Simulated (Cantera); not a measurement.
A closed system holds: 1 mol Si₂Cl₆, 48 mol NH₃, 1.2 mol N₂, at 17.0 Pa.

Equilibrium computed with Cantera from the NASA thermochemical tables; the gas is ideal and each condensed phase is pure. Candidate condensed phases: NH₄Cl, Si, Si₃N₄; 28 gas species. The feed counts by its element totals alone. The tables' values for SiCl, SiCl₃ are old estimates; treat these amounts as uncertain. The numbers say what is thermodynamically allowed, not how fast it happens.

log p: log10 of the partial pressure in bar; n: condensed amount in mol.

```tsv
T (°C)	log p H₂	log p N₂	log p HCl	log p SiCl₂	n Si₃N₄(s)	n Si(s)
575	-3.93	-4.39	-4.99	[?]	0.667	0
675	-3.93	-4.39	-4.99	[?]	0.667	0
775	-3.93	-4.39	-4.99	[?]	0.667	0
875	-3.93	-4.39	-4.99	[?]	0.666	0
975	-3.93	-4.39	-4.99	[?]	0.658	0
1075	-3.93	-4.39	-5.01	[?]	0.614	0
1175	-3.92	-4.38	-5.08	[?]	0.478	0
1275	-3.93	-4.37	-5.14	-5.83	0	1.11
1375	-3.93	-4.37	-5.15	-5.82	0	0.928
```

Q: Complete the blanks.

A: 
- 575, log p SiCl₂: -12.57
- 675, log p SiCl₂: -10.84
- 775, log p SiCl₂: -9.45
- 875, log p SiCl₂: -8.30
- 975, log p SiCl₂: -7.35
- 1075, log p SiCl₂: -6.57
- 1175, log p SiCl₂: -6.02
